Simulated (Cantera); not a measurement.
A closed system holds: 1 mol SiH4, 1.7 mol NH3, held at 798 K and 7.50 Torr.

These are equilibrium values from Cantera (NASA tables, ideal gas, pure condensed phases), not measurements of a reactor. Candidate condensed phases: Si, Si3N4; 18 gas species. Equilibrium is a limit: real reactors are often held back by kinetics, nucleation or transport.

Base state: H2 0.961, N2 0.0387 (mole fractions); condensed: Si3N4(s).

**Question.** What changes in the equilibrium state with this change: NH3 from 1.7 to 0.45 mol?

**Answer.** 
```tsv
species	before	after
H2	0.961	1.00
N2	0.0387	<1e-9
Si3N4(s), mol	0.333	0.113
Si(s), mol	0	0.662
```

**Question.** What changes in the equilibrium state with this change: SiH4 replaced by SiF4?

**Answer.** 
| species | before | after |
|---|---|---|
| H2 | 0.961 | 0.579 |
| SiF4 | 0 | 0.227 |
| N2 | 0.0387 | 0.193 |
| HF | 0 | 0.000101 |
| SiHF3 | 0 | 4.38e-5 |
| Si3N4(s), mol | 0.333 | 0 |
